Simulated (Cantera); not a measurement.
Input: 1 mol CH3SiCl3, 0.19 mol HCl, 4.9 mol H2, 0.0021 mol Cl2, at 5.40 mbar.

These are equilibrium values from Cantera (NASA tables, ideal gas, pure condensed phases), not measurements of a reactor. Candidate condensed phases: C, C6H6, C7H8, C8H18, Si, SiC; 109 gas species. The feed counts by its element totals alone. The tables' values for SiCl3, SiCl are old estimates; treat these amounts as uncertain. The numbers say what is thermodynamically allowed, not how fast it happens.

Q: At 1823 K, list the 5 most abundant gas species with their mole fractions, and the condensed phases.

A: H2 0.619, HCl 0.357, SiCl2 0.0165, H 0.00464, Cl 0.00204. Condensed: C(graphite) + SiC(s).
